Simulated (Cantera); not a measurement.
## Premixed flame

A freely propagating, adiabatic, planar premixed flame of 5.17 % C3H8, 19.9 % O2, 74.9 % N2, equivalence ratio 1.3, unburnt at 550 K and 4.93 atm; mixture-averaged transport, grid criteria slope 0.08 and curve 0.16, no radiation.

Computed with Cantera and GRI-Mech 3.0 (53 species, 325 reactions). GRI-Mech 3.0 was tuned for natural gas; its chemistry of propane as a main component is partial and can be far from experiment. Burning velocities carry a grid error of a few per cent, more on coarse grids.

```json
[
 {"z (mm)": "-0.236", "T (K)": "550", "u (m/s)": "0.753", "x C3H8": "0.0516", "x O2": "0.198", "x H2": "0.00240", "x O": "<1e-8", "x CH2": "<1e-8", "x C2H": "<1e-8"},
 {"z (mm)": "-0.157", "T (K)": "554", "u (m/s)": "0.761", "x C3H8": "0.0514", "x O2": "0.197", "x H2": "0.00630", "x O": "<1e-8", "x CH2": "<1e-8", "x C2H": "<1e-8"},
 {"z (mm)": "-0.118", "T (K)": "567", "u (m/s)": "0.783", "x C3H8": "0.0511", "x O2": "0.195", "x H2": "0.0106", "x O": "<1e-8", "x CH2": "<1e-8", "x C2H": "<1e-8"},
 {"z (mm)": "-0.0787", "T (K)": "651", "u (m/s)": "0.910", "x C3H8": "0.0497", "x O2": "0.185", "x H2": "0.0183", "x O": "<1e-8", "x CH2": "<1e-8", "x C2H": "<1e-8"},
 {"z (mm)": "-0.0393", "T (K)": "1074", "u (m/s)": "1.56", "x C3H8": "0.0345", "x O2": "0.139", "x H2": "0.0296", "x O": "1.17e-6", "x CH2": "6.87e-8", "x C2H": "<1e-8"},
 {"z (mm)": "-0.0197", "T (K)": "1481", "u (m/s)": "2.23", "x C3H8": "0.0120", "x O2": "0.0919", "x H2": "0.0352", "x O": "3.89e-5", "x CH2": "6.09e-6", "x C2H": "9.62e-8"},
 {"z (mm)": "0", "T (K)": "1867", "u (m/s)": "2.88", "x C3H8": "0.000332", "x O2": "0.0445", "x H2": "0.0368", "x O": "0.000308", "x CH2": "7.13e-5", "x C2H": "3.80e-6"},
 {"z (mm)": "0.0197", "T (K)": "2070", "u (m/s)": "3.20", "x C3H8": "3.09e-7", "x O2": "0.0176", "x H2": "0.0342", "x O": "0.000612", "x CH2": "6.89e-5", "x C2H": "6.42e-6"},
 {"z (mm)": "0.0393", "T (K)": "2144", "u (m/s)": "3.30", "x C3H8": "<1e-8", "x O2": "0.00699", "x H2": "0.0323", "x O": "0.000727", "x CH2": "1.89e-5", "x C2H": "1.98e-6"},
 {"z (mm)": "0.0787", "T (K)": "2192", "u (m/s)": "3.36", "x C3H8": "<1e-8", "x O2": "0.00188", "x H2": "0.0322", "x O": "0.000601", "x CH2": "6.50e-7", "x C2H": "7.17e-8"},
 {"z (mm)": "0.157", "T (K)": "2231", "u (m/s)": "3.41", "x C3H8": "<1e-8", "x O2": "0.000721", "x H2": "0.0331", "x O": "0.000342", "x CH2": "<1e-8", "x C2H": "<1e-8"},
 {"z (mm)": "0.315", "T (K)": "2263", "u (m/s)": "3.45", "x C3H8": "<1e-8", "x O2": "0.000309", "x H2": "0.0333", "x O": "0.000149", "x CH2": "<1e-8", "x C2H": "<1e-8"},
 {"z (mm)": "0.630", "T (K)": "2284", "u (m/s)": "3.48", "x C3H8": "<1e-8", "x O2": "0.000110", "x H2": "0.0333", "x O": "5.29e-5", "x CH2": "<1e-8", "x C2H": "<1e-8"}
]
```
x: mole fraction of selected species; z is measured from the peak of heat release.

| Item | Value |
|---|---|
| laminar burning velocity | 75.1 cm/s |
| thermal thickness | 0.0787 mm |
| peak x(H2) | 0.0370 |
| peak x(O) | 0.000728 |
| peak x(CH2) | 8.83e-5 |
| peak x(C2H) | 7.09e-6 |
